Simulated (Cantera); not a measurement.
Charge: 1 mol C₃H₆, 0.012 mol O₂, 0.5 mol N₂, at 1800 K and 0.000540 bar.

These are equilibrium values from Cantera (NASA tables, ideal gas, pure condensed phases), not measurements of a reactor. Candidate condensed phases: C, C₆H₆, C₇H₈, C₈H₁₈, H₂O; 136 gas species. Rates play no part.

Question: What is the equilibrium state?

Answer: 
| Property | Result |
|---|---|
| x(H₂) | 0.837 |
| x(N₂) | 0.140 |
| x(H) | 0.0141 |
| x(CO) | 0.00676 |
| x(HCN) | 0.00210 |
| x(C₂H₂ (acetylene)) | 0.000147 |
| x(HNC) | 7.97e-5 |
| n(C(graphite)) | 2.97 mol |
| gas amount | 3.549 mol |
